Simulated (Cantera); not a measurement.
A closed system holds: 1 mol HCl, 0.028 mol O2, at 1 atm.

Cantera equilibrium calculation (NASA polynomials, part measured and part estimated; ideal gas, pure solids and liquids). Candidate condensed phases: H2O; 29 gas species. Ions and electrons are included (thermal ionisation). Kinetics and transport are ignored.

x: gas mole fraction; nothing condenses.

```json
[
 {"T (°C)": "1727", "x HCl": "0.868", "x Cl": "0.0722", "x H": "2.34e-5", "x H2": "0.000209", "x H2O": "0.0454", "x O": "4.13e-5", "x OH": "0.000506"},
 {"T (°C)": "2227", "x HCl": "0.806", "x Cl": "…", "x H": "…", "x H2": "…", "x H2O": "0.0487", "x O": "…", "x OH": "…"},
 {"T (°C)": "2727", "x HCl": "…", "x Cl": "…", "x H": "…", "x H2": "…", "x H2O": "…", "x O": "…", "x OH": "…"},
 {"T (°C)": "3227", "x HCl": "0.303", "x Cl": "0.392", "x H": "0.176", "x H2": "0.0901", "x H2O": "0.0128", "x O": "0.0131", "x OH": "0.0115"},
 {"T (°C)": "3727", "x HCl": "0.101", "x Cl": "0.463", "x H": "0.355", "x H2": "0.0501", "x H2O": "0.00144", "x O": "0.0236", "x OH": "0.00595"},
 {"T (°C)": "4227", "x HCl": "0.0282", "x Cl": "0.481", "x H": "0.445", "x H2": "0.0168", "x H2O": "9.84e-5", "x O": "0.0265", "x OH": "0.00183"},
 {"T (°C)": "4727", "x HCl": "0.00880", "x Cl": "0.485", "x H": "0.473", "x H2": "0.00549", "x H2O": "8.37e-6", "x O": "0.0270", "x OH": "0.000583"}
]
```

Fill in the missing entries.


- 2227, x Cl: 0.125
- 2227, x H: 0.00283
- 2227, x H2: 0.0129
- 2227, x O: 0.000322
- 2227, x OH: 0.00222
- 2727, x HCl: 0.597
- 2727, x Cl: 0.249
- 2727, x H: 0.0402
- 2727, x H2: 0.0655
- 2727, x H2O: 0.0361
- 2727, x O: 0.00276
- 2727, x OH: 0.00735
